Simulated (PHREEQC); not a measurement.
Make-up at 20 °C: 0.0084 mol/kgw Na2S and 0.0047 mol/kgw NaHCO3. Closed to the air; pH follows from the charge balance.

All values are PHREEQC results (ion-association model, phreeqc.dat), not measurements.

```json
[
 {"quantity": "pH", "before": "11.63", "after": "11.91"},
 {"quantity": "Na+ (mol/kgw)", "before": "0.0208", "after": "0.0291"},
 {"quantity": "HS- (mol/kgw)", "before": "0.00796", "after": "0.0113"},
 {"quantity": "H2S (mol/kgw)", "before": "1.63e-7", "after": "1.17e-7"}
]
```

Problem. Name the change that produced these shifts.
A) Na2S from 0.0084 to 0.0126 mol/kgw
B) temperature from 20 to 75 °C
C) diluted 5-fold with water
D) NaHCO3 replaced by NaHSO4 at the same molality
E) 8.4e-05 mol/kgw HBr added

Solution. A, Na2S from 0.0084 to 0.0126 mol/kgw

This is a speciation only: nothing precipitates in the calculation. With this much S-2 the pH rests on the database's HS-/S-2 constant; if that pK is higher, the solution is more alkaline. The database's pK near 12.9 for HS-/S-2 is now thought far too low, so its S-2 is overstated.
